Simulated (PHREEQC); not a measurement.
**Hard or scaling water: an equilibrium model**

Make-up at 25 °C: 0.0019 mol/kgw CaSO4, 0.027 mol/kgw Na2SO4 and 0.00019 mol/kgw KCl. Closed to the air; pH follows from the charge balance.

All values are PHREEQC results (Pitzer model, pitzer.dat), not measurements.

Precipitation was switched off in this run.

**Question.** What specific conductance, osmotic coefficient, density does the model give?

**Answer.** specific conductance 5730 µS/cm; osmotic coefficient 0.842; density 1.001 g/cm³.

Species that the database lacks are ignored.
